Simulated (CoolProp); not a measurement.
Isohexane along the isotherm 550 K: fugacity coefficient from the reference equation and from simpler models built on Tc = 497.7 K, pc = 3.043 MPa, ω = 0.280; each cubic takes its own stable root.

Model: reference Helmholtz-energy equation of state, Lemmon 2006, in CoolProp. It is a short technical equation, of lower accuracy than the large ones.

```json
[
 {"p (MPa)": "0.304", "phase": "gas", "reference": "0.9757"},
 {"p (MPa)": "0.609", "phase": "gas", "reference": "0.9516"},
 {"p (MPa)": "0.913", "phase": "gas", "reference": "0.9278"},
 {"p (MPa)": "1.22", "phase": "gas", "reference": "0.9039"},
 {"p (MPa)": "1.52", "phase": "gas", "reference": "0.8808"},
 {"p (MPa)": "1.83", "phase": "gas", "reference": "0.8571"},
 {"p (MPa)": "2.13", "phase": "gas", "reference": "0.8343"},
 {"p (MPa)": "2.43", "phase": "gas", "reference": "0.8118"},
 {"p (MPa)": "2.74", "phase": "gas", "reference": "0.7886"},
 {"p (MPa)": "3.04", "phase": "gas", "reference": "0.7664"},
 {"p (MPa)": "3.35", "phase": "supercritical", "reference": "0.7437"},
 {"p (MPa)": "3.65", "phase": "supercritical", "reference": "0.7219"},
 {"p (MPa)": "3.96", "phase": "supercritical", "reference": "0.6996"},
 {"p (MPa)": "4.26", "phase": "supercritical", "reference": "0.6784"},
 {"p (MPa)": "4.56", "phase": "supercritical", "reference": "0.6574"}
]
```

Problem. How far does each simpler model (Redlich-Kwong, Soave-Redlich-Kwong, Peng-Robinson) lie from the reference over these 15 states: mean and median of the absolute difference, and the worst?

Solution. 
- Redlich-Kwong: mean 0.8 %, median 0.7 %, worst -1.6 % at 550 K and 4.56 MPa
- Soave-Redlich-Kwong: mean 0.9 %, median 0.7 %, worst +2.2 % at 550 K and 4.56 MPa
- Peng-Robinson: mean 1.6 %, median 1.9 %, worst -2.3 % at 550 K and 3.96 MPa
